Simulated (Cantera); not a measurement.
Input (Python, Cantera):

```python
import numpy as np
import cantera as ct

gas = ct.Solution("gri30.yaml")
gas.TPX = 1250, 2666, {'N2O': 1, 'O2': 0.051}
reactor = ct.IdealGasConstPressureReactor(gas, energy="off", clone=False)
net = ct.ReactorNet([reactor])
net.rtol, net.atol = 1e-08, 1e-18
show = ['N2O', 'O2', 'NO2', 'O', 'NO']
times = np.geomspace(4e-05, 10, 15)

steps = ct.SolutionArray(gas, extra=["t"])
rows = []
print(f"{'t/s':>10s}{'T/K':>9s}{'P/Pa':>11s}" + "".join(f"{s:>11s}" for s in show))
for t in times:
    while net.time < t:
        t_next = net.step()
        steps.append(gas.state, t=t_next)
    rows.append([np.interp(t, steps.t, y) for y in (steps.T, steps.P, *steps(*show).X.T)])
    print(f"{t:10.3e}{rows[-1][0]:9.1f}{rows[-1][1]:11.4g}" + "".join(f"{x:11.3e}" for x in rows[-1][2:]))
rate = np.gradient(steps.T, steps.t)
print("integrator steps:", len(steps.t))
if steps.T.max() > steps.T[0] + 200:
    print(f"time of steepest temperature rise: {steps.t[rate.argmax()]:.4e} s")
gas.TPX = 1250, 2666, {'N2O': 1, 'O2': 0.051}
gas.equilibrate("TP")
print(f"equilibrium (TP): T = {gas.T:.1f} K  " + "  ".join(f"{s} {gas[s].X[0]:.3e}" for s in show))
```

Output:

```
       t/s      T/K       P/Pa        N2O         O2        NO2          O         NO
 4.000e-05   1250.0       2666  9.515e-01  4.853e-02  6.801e-17  7.034e-07  1.849e-08
 9.719e-05   1250.0       2666  9.515e-01  4.853e-02  1.543e-15  1.492e-06  9.962e-08
 2.362e-04   1250.0       2666  9.515e-01  4.853e-02  3.170e-14  2.682e-06  4.798e-07
 5.738e-04   1250.0       2666  9.514e-01  4.853e-02  4.688e-13  3.641e-06  1.890e-06
 1.394e-03   1250.0       2666  9.514e-01  4.854e-02  4.428e-12  3.852e-06  5.851e-06
 3.388e-03   1250.0       2666  9.513e-01  4.858e-02  3.134e-11  3.855e-06  1.560e-05
 8.231e-03   1250.0       2666  9.510e-01  4.865e-02  1.976e-10  3.855e-06  3.929e-05
 2.000e-02   1250.0       2666  9.503e-01  4.884e-02  1.187e-09  3.855e-06  9.681e-05
 4.860e-02   1250.0       2666  9.487e-01  4.930e-02  6.787e-09  3.855e-06  2.363e-04
 1.181e-01   1250.0       2666  9.447e-01  5.041e-02  3.656e-08  3.855e-06  5.740e-04
 2.869e-01   1250.0       2666  9.352e-01  5.307e-02  1.751e-07  3.855e-06  1.387e-03
 6.971e-01   1250.0       2666  9.126e-01  5.939e-02  6.808e-07  3.854e-06  3.316e-03
 1.694e+00   1250.0       2666  8.606e-01  7.394e-02  2.065e-06  3.852e-06  7.755e-03
 4.116e+00   1250.0       2666  7.493e-01  1.051e-01  5.295e-06  3.846e-06  1.724e-02
 1.000e+01   1250.0       2666  5.461e-01  1.619e-01  1.202e-05  3.829e-06  3.455e-02
integrator steps: 581
equilibrium (TP): T = 1250.0 K  N2O 3.353e-09  O2 3.551e-01  NO2 9.473e-07  O 2.543e-07  NO 3.337e-04
```

Detailed kinetics in Cantera: GRI-Mech 3.0 (53 species, 325 reactions). GRI-Mech 3.0 was tuned for natural gas; its chemistry of N2O as a main component is partial and can be far from experiment. Radical loss at walls, strong at low pressure, is not modelled. The mechanism lacks the step 2 NO + O2 → 2 NO2, which can matter for NO2 below about 1400 K. The temperature is held fixed by assumption; the heat of reaction is taken as removed at once.
